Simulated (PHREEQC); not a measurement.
Dissolve 1.5 mmol/kgw Cu(NO3)2, 0.5 mmol/kgw H2SO4 and 0.1 mmol/kgw H3BO3 at 25 °C. Closed to the air; pH follows from the charge balance.

Model: ion-association model, wateq4f.dat, run in PHREEQC.

Each row changes one thing in this solution. This is a speciation only: nothing precipitates in the calculation.

| case | pH | Cu+2 (mol/kgw) | CuOH+ (mol/kgw) | Cu2(OH)2+2 (mol/kgw) | Cu(OH)2 (mol/kgw) | SI of Tenorite (CuO) | SI of Cu(OH)2 (Cu(OH)2) |
|---|---|---|---|---|---|---|---|
| as made | 3.04 | 0.00144 | 1.27e-8 | 8.22e-11 | 2.69e-11 | -4.51 | -5.53 |
| diluted 10-fold with water | 4.01 | 0.000149 | 1.41e-8 | 9.25e-11 | 2.96e-10 | -3.47 | -4.49 |
| H2SO4 from 0.0005 to 0.00055 mol/kgw | 3.00 | 0.00143 | 1.15e-8 | 6.77e-11 | 2.23e-11 | -4.59 | -5.61 |
| H2SO4 left out | 5.20 | 0.00149 | 1.91e-6 | 1.85e-6 | 5.84e-7 | -0.17 | -1.19 |
| H3BO3 from 0.0001 to 1e-05 mol/kgw | 3.04 | 0.00144 | 1.27e-8 | 8.22e-11 | 2.69e-11 | -4.51 | -5.53 |
